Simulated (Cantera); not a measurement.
A Cantera script and what it prints.

```python
import numpy as np
import cantera as ct

gas_names = """
    Cu CuO Cu2 H HO2 H2 H2O H2O2 O OH O2 O3
""".split()
cond_names = """
    Cu(cr) Cu(L) CuO(s) CuO2H2(s) Cu2O(s) Cu2O(L) H2O(s) H2O(L)
""".split()


# ... load() reads the species with a 1 bar reference pressure and builds the phases ...
atoms = {
    'CuO': {'Cu': 1, 'O': 1},
    'H2': {'H': 2},
}
top_T = {'CuO(s)': 1390}  # K; cautious upper limits of use, not melting points


# ... equilibrate(T, P, feed) seeds the gas with the atoms and calls Mixture.equilibrate('TP', solver="vcs", rtol=1e-11, max_steps=5000) ...
results = []
T = 1900  # K
P = 200000  # Pa
for m in [0.71, 1.3, 2.3, 4.2, 7.6, 14, 25, 45, 81, 150, 260, 480]:
    feed = {'CuO': 1, 'H2': m}  # mol
    mix = equilibrate(T, P, feed)
    results.append((T, P, feed, dict(zip(mix.species_names, mix.species_moles))))

top = {s: max(r[3][s] / sum(r[3][g] for g in gas_names) for r in results) for s in gas_names}
cols = sorted((s for s in top if top[s] > 1e-05), key=lambda s: -top[s])[:5]
seen = [c for c in cond_names if any(r[3].get(c, 0) > 1e-12 for r in results)]
print("log10 of partial pressures in bar; condensed amounts in mol")
print(f"{'n(H2)':>10s}" + "".join(f"{s[:9]:>10s}" for s in cols + seen))
for T, P, feed, n in results:
    ng = sum(n[g] for g in gas_names)
    print(f"{feed['H2']:10.4g}" + "".join(f"{np.log10(max(n[s] / ng * P / 1e5, 1e-99)):10.3f}" for s in cols)
          + "".join(f"{n.get(c, 0):10.4g}" for c in seen))
```

Result:

```
log10 of partial pressures in bar; condensed amounts in mol
     n(H2)        H2       H2O        O2        OH        Cu     Cu(L)   Cu2O(L)
      0.71    -2.509     0.298    -2.156    -2.633    -2.792     0.428    0.2857
       1.3    -0.336     0.187    -6.724    -3.831    -2.792    0.9989         0
       2.3     0.053    -0.061    -7.998    -4.273    -2.792    0.9981         0
       4.2     0.182    -0.323    -8.781    -4.600    -2.792    0.9966         0
       7.6     0.239    -0.580    -9.409    -4.886    -2.792    0.9938         0
        14     0.268    -0.846    -9.998    -5.166    -2.792    0.9886         0
        25     0.283    -1.097   -10.531    -5.425    -2.792    0.9797         0
        45     0.291    -1.353   -11.057    -5.684    -2.792    0.9634         0
        81     0.295    -1.608   -11.576    -5.941    -2.792    0.9341         0
       150     0.298    -1.876   -12.117    -6.210    -2.792     0.878         0
       260     0.299    -2.114   -12.597    -6.450    -2.792    0.7885         0
       480     0.300    -2.381   -13.131    -6.716    -2.792    0.6096         0
```

Equilibrium computed with Cantera from the NASA thermochemical tables; the gas is ideal and each condensed phase is pure. Each liquid is taken as pure. Mutual solubility and eutectic melting of coexisting phases are not modelled.
